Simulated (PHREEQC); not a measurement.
Consider water at 40 °C with 1.9 mol/kgw HNO3, 0.053 mol/kgw CuSO4, 0.058 mol/kgw MnSO4 and 0.02 mol/kgw Ca(OH)2. Closed to the air; pH follows from the charge balance.

Model: ion-association model, wateq4f.dat, run in PHREEQC.

### Question
The ionic strength comes out as 2.10 mol/kgw. What activity coefficients do SO4-2, HSO4-, Ca+2, H+, Mn+2 get?

### Answer
SO4-2 0.11, HSO4- 0.58, Ca+2 0.28, H+ 0.72, Mn+2 0.16.

This is a speciation only: nothing precipitates in the calculation. Ionic strength above about 0.7 mol/kgw puts this run outside the model's range. Away from 25 °C the constants follow the database's enthalpies or fits; those with neither stay at their 25 °C values.
